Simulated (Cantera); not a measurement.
Reactions in the system Cu-F-H-O

Cantera with NASA thermochemical tables; ideal gases at 1 bar, condensed phases pure. Values are per mole of reaction as written; species without (g) are pure solids or liquids, kept so even where they would boil at 1 bar.

3 Cu(OH)₂ + 6 HF(g) + 2 O₃(g) → 3 CuF₂(g) + 12 OH(g)

```tsv
T (K)	ΔH° (kJ)	ΔS° (J/K)	ΔG° (kJ)	log10 K
850	2332.0	1087.0	1408.0	-86.52
900	2326.5	1080.8	1353.8	-78.57
950	2320.9	1074.8	1299.9	-71.47
1000	2315.3	1069.0	1246.3	-65.10
1050	2309.7	1063.5	1193.0	-59.35
1100	2304.0	1058.2	1140.0	-54.13
```

Cu(OH)₂ + CuF₂ → Cu₂O + H₂O(g) + 2 F(g)

```json
[
 {"T (K)": "850", "ΔH° (kJ)": "716.8", "ΔS° (J/K)": "379.9", "ΔG° (kJ)": "394.0", "log10 K": "-24.21"},
 {"T (K)": "900", "ΔH° (kJ)": "714.6", "ΔS° (J/K)": "377.3", "ΔG° (kJ)": "375.0", "log10 K": "-21.77"},
 {"T (K)": "950", "ΔH° (kJ)": "712.4", "ΔS° (J/K)": "374.9", "ΔG° (kJ)": "356.2", "log10 K": "-19.59"},
 {"T (K)": "1000", "ΔH° (kJ)": "710.1", "ΔS° (J/K)": "372.6", "ΔG° (kJ)": "337.5", "log10 K": "-17.63"},
 {"T (K)": "1050", "ΔH° (kJ)": "707.9", "ΔS° (J/K)": "370.4", "ΔG° (kJ)": "319.0", "log10 K": "-15.87"},
 {"T (K)": "1100", "ΔH° (kJ)": "705.7", "ΔS° (J/K)": "368.3", "ΔG° (kJ)": "300.5", "log10 K": "-14.27"}
]
```
